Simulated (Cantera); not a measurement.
**Fluorocarbon and chlorocarbon gases: CH₃Cl + H₂**

Charge: 1 mol CH₃Cl, 6.4 mol H₂, at 10.0 mbar.

These are equilibrium values from Cantera (NASA tables, ideal gas, pure condensed phases), not measurements of a reactor. Candidate condensed phases: C, C₆H₆, C₇H₈, C₈H₁₈; 91 gas species. Rates play no part.

```json
[
 {"T (°C)": "1802", "x H": "0.0247", "x H₂": "0.857", "x HCl": "0.115", "x Cl": "0.00244", "x C": "1.44e-8", "x C₃": "1.64e-8", "x C₂H₂ (acetylene)": "0.00106", "x C₂": "1.40e-9", "n C(graphite)": "0.982"},
 {"T (°C)": "2002", "x H": "0.0762", "x H₂": "0.807", "x HCl": "0.107", "x Cl": "0.00729", "x C": "5.55e-7", "x C₃": "1.05e-6", "x C₂H₂ (acetylene)": "0.00307", "x C₂": "9.27e-8", "n C(graphite)": "0.946"},
 {"T (°C)": "2202", "x H": "0.188", "x H₂": "0.698", "x HCl": "0.0897", "x Cl": "0.0171", "x C": "1.18e-5", "x C₃": "3.36e-5", "x C₂H₂ (acetylene)": "0.00679", "x C₂": "3.08e-6", "n C(graphite)": "0.868"},
 {"T (°C)": "2402", "x H": "0.372", "x H₂": "0.520", "x HCl": "0.0633", "x Cl": "0.0316", "x C": "0.000157", "x C₃": "0.000630", "x C₂H₂ (acetylene)": "0.0112", "x C₂": "6.00e-5", "n C(graphite)": "0.719"},
 {"T (°C)": "2602", "x H": "0.586", "x H₂": "0.307", "x HCl": "0.0346", "x Cl": "0.0454", "x C": "0.00146", "x C₃": "0.00775", "x C₂H₂ (acetylene)": "0.0131", "x C₂": "0.000768", "n C(graphite)": "0.236"},
 {"T (°C)": "2802", "x H": "0.756", "x H₂": "0.146", "x HCl": "0.0151", "x Cl": "0.0529", "x C": "0.00595", "x C₃": "0.0137", "x C₂H₂ (acetylene)": "0.00385", "x C₂": "0.00240", "n C(graphite)": "0"},
 {"T (°C)": "3002", "x H": "0.844", "x H₂": "0.0607", "x HCl": "0.00598", "x Cl": "0.0557", "x C": "0.0159", "x C₃": "0.0106", "x C₂H₂ (acetylene)": "0.000641", "x C₂": "0.00398", "n C(graphite)": "0"},
 {"T (°C)": "3202", "x H": "0.874", "x H₂": "0.0246", "x HCl": "0.00238", "x Cl": "0.0563", "x C": "0.0321", "x C₃": "0.00515", "x C₂H₂ (acetylene)": "8.30e-5", "x C₂": "0.00446", "n C(graphite)": "0"}
]
```
x: gas mole fraction; n: condensed amount in mol.

From 1802 °C to 2602 °C the condensed part is C(graphite). From 2802 °C to 3202 °C nothing is condensed. The main C-bearing gas is C₂H₂ (acetylene) at 1802 °C and C at 3202 °C.
